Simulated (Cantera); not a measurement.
Input (Python, Cantera):

```python
import numpy as np
import cantera as ct

gas = ct.Solution("gri30.yaml")
gas.TPX = 425, 100000, {'CH4': 1, 'C2H6': 0.05, 'O2': 1.55, 'N2': 5.84}
flame = ct.FreeFlame(gas, width=0.04)
flame.set_refine_criteria(ratio=3, slope=0.08, curve=0.16)
flame.transport_model = "mixture-averaged"
flame.solve(loglevel=0, auto=True)
z, T = flame.grid, flame.T
thick = (T[-1] - T[0]) / np.gradient(T, z).max()
show = ['CH4', 'C2H6', 'O2', 'H2O2', 'HCO', 'NO2']
print(f"laminar burning velocity  {flame.velocity[0] * 100:.3f} cm/s")
print(f"burnt temperature         {T[-1]:.1f} K")
print(f"thermal thickness         {thick * 1e3:.4f} mm")
print(f"grid points               {len(z)}")
z0 = z[flame.heat_release_rate.argmax()]
print(f"{'z/mm':>9s}{'T/K':>9s}{'u/(m/s)':>9s}" + "".join(f"{s:>11s}" for s in show))
rows = []
for k in (-3, -2, -1.5, -1, -0.5, -0.25, 0, 0.25, 0.5, 1, 2, 4, 8):
    zz = z0 + k * thick
    rows.append([k * thick, np.interp(zz, z, T), np.interp(zz, z, flame.velocity),
                 *(np.interp(zz, z, flame.X[gas.species_index(s)]) for s in show)])
    print(f"{rows[-1][0] * 1e3:9.3f}{rows[-1][1]:9.1f}{rows[-1][2]:9.3f}" + "".join(f"{x:11.3e}" for x in rows[-1][3:]))
```

It prints:

```
laminar burning velocity  32.386 cm/s
burnt temperature         2062.9 K
thermal thickness         0.6869 mm
grid points               149
     z/mm      T/K  u/(m/s)        CH4       C2H6         O2       H2O2        HCO        NO2
   -2.061    425.4    0.325  1.181e-01  5.908e-03  1.831e-01  2.086e-08  5.219e-20  4.887e-10
   -1.374    429.4    0.330  1.171e-01  5.878e-03  1.819e-01  2.875e-07  1.580e-16  8.731e-09
   -1.030    448.4    0.347  1.151e-01  5.829e-03  1.797e-01  1.680e-06  4.245e-14  6.266e-08
   -0.687    571.5    0.448  1.058e-01  5.612e-03  1.693e-01  1.059e-05  6.694e-11  4.953e-07
   -0.343   1053.9    0.848  7.109e-02  4.294e-03  1.234e-01  2.335e-05  2.272e-07  5.240e-07
   -0.172   1447.4    1.181  4.015e-02  2.372e-03  7.838e-02  7.184e-06  5.276e-06  1.035e-07
    0.000   1796.4    1.483  1.206e-02  2.867e-04  3.209e-02  1.051e-06  1.510e-05  8.738e-09
    0.172   1960.1    1.623  2.119e-03  9.034e-06  8.712e-03  2.112e-07  8.121e-06  1.305e-09
    0.343   2009.0    1.661  4.225e-04  4.012e-07  2.126e-03  4.973e-08  2.293e-06  5.590e-10
    0.687   2030.8    1.676  4.009e-05  3.604e-09  1.911e-04  1.482e-08  2.882e-07  4.573e-10
    1.374   2040.3    1.681  2.402e-06  1.137e-11  4.065e-05  9.204e-09  7.786e-08  5.276e-10
    2.747   2048.3    1.687  1.012e-07  1.795e-14  2.296e-05  5.769e-09  5.279e-08  5.636e-10
    5.495   2055.7    1.693  2.824e-09  3.727e-17  1.075e-05  2.925e-09  3.618e-08  5.450e-10
```

Detailed kinetics in Cantera: GRI-Mech 3.0 (53 species, 325 reactions). Burning velocities carry a grid error of a few per cent, more on coarse grids.
